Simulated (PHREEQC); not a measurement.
Solution (75 °C): 0.029 mol/kgw MnSO4 and 3e-05 mol/kgw ZnCl2. Closed to the air; pH follows from the charge balance.

Equilibrium calculation in PHREEQC: ion-association model, phreeqc.dat.

| quantity | before | after |
|---|---|---|
| pH | 5.86 | 5.85 |
| ionic strength (mol/kgw) | 0.0578 | 0.102 |
| MnSO4 (mol/kgw) | 0.0146 | 0.0116 |
| Mn+2 (mol/kgw) | 0.0144 | 0.0164 |
| SO4-2 (mol/kgw) | 0.0144 | 0.0147 |
| MnOH+ (mol/kgw) | 4.78e-6 | 4.63e-6 |

**Question.** Name the change that produced these shifts.
A. 0.017 mol/kgw TMAH added
B. diluted 2-fold with water
C. ZnCl2 left out
D. 0.04 mol/kgw KCl added

**Answer.** D, 0.04 mol/kgw KCl added

Precipitation was switched off in this run. At this temperature some constants are extrapolated from 25 °C, and those without enthalpy data are left unchanged.
